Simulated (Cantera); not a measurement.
A perfectly stirred reactor is fed with 5.56 % C₂H₆, 94.4 % N₂, at 0.00260 bar; it is held at 1825 K, and followed from long to short residence time.

Computed with Cantera and GRI-Mech 3.0 (53 species, 325 reactions). GRI-Mech 3.0 stops at C3 and has no aromatics, soot or wall deposition, so with more carbon than oxygen in the feed, carbon stays in small species such as C2H2 where larger ones or solid carbon would form. Radical loss at walls, strong at low pressure, is not modelled.

### Question
Predict: x(C₂H₆) at τ = 4.00 s; x(C₂H₄) at τ = 4.00 s; x(H) at τ = 4.00 s; x(CH₂) at τ = 4.00 s; x(C₂H) at τ = 4.00 s; x(C₂H₆) at τ = 29.0 ms; x(C₂H₄) at τ = 29.0 ms; x(H) at τ = 29.0 ms; x(CH₂) at τ = 29.0 ms; x(C₂H) at τ = 29.0 ms.

### Answer
| Property | Value |
|---|---|
| x(C₂H₆) at τ = 4.00 s | 1.04e-5 |
| x(C₂H₄) at τ = 4.00 s | 6.91e-5 |
| x(H) at τ = 4.00 s | 0.00135 |
| x(CH₂) at τ = 4.00 s | 8.74e-6 |
| x(C₂H) at τ = 4.00 s | 6.66e-6 |
| x(C₂H₆) at τ = 29.0 ms | 0.00121 |
| x(C₂H₄) at τ = 29.0 ms | 0.00480 |
| x(H) at τ = 29.0 ms | 0.00185 |
| x(CH₂) at τ = 29.0 ms | 6.88e-5 |
| x(C₂H) at τ = 29.0 ms | 9.25e-6 |
